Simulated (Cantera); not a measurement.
Input: 1 mol CH3SiH3, 0.02 mol CH4, 12 mol H2, held at 0.240 bar.

These are equilibrium values from Cantera (NASA tables, ideal gas, pure condensed phases), not measurements of a reactor. Candidate condensed phases: C, C6H6, C7H8, C8H18, Si, SiC; 87 gas species. The feed counts by its element totals alone. Rates play no part.

### Question
Which condensed phases are stable at each of these points (T (K)): 1250, 1300, 1350, 1400, 1450, 1500, 1550, 1600, 1650, 1700, 1750, 1800, 1850, 1900?

### Answer
| T (K) | condensed phases | Si condensed (%) |
|---|---|---|
| 1250 | SiC(s) | 100.0 |
| 1300 | SiC(s) | 100.0 |
| 1350 | SiC(s) | 100.0 |
| 1400 | C(graphite) + SiC(s) | 100.0 |
| 1450 | C(graphite) + SiC(s) | 100.0 |
| 1500 | C(graphite) + SiC(s) | 100.0 |
| 1550 | C(graphite) + SiC(s) | 100.0 |
| 1600 | C(graphite) + SiC(s) | 100.0 |
| 1650 | C(graphite) + SiC(s) | 100.0 |
| 1700 | C(graphite) + SiC(s) | 100.0 |
| 1750 | C(graphite) + SiC(s) | 100.0 |
| 1800 | C(graphite) + SiC(s) | 100.0 |
| 1850 | C(graphite) + SiC(s) | 100.0 |
| 1900 | C(graphite) + SiC(s) | 100.0 |

From 1250 K to 1350 K the condensed part is SiC(s). From 1400 K to 1900 K the condensed part is C(graphite) + SiC(s).
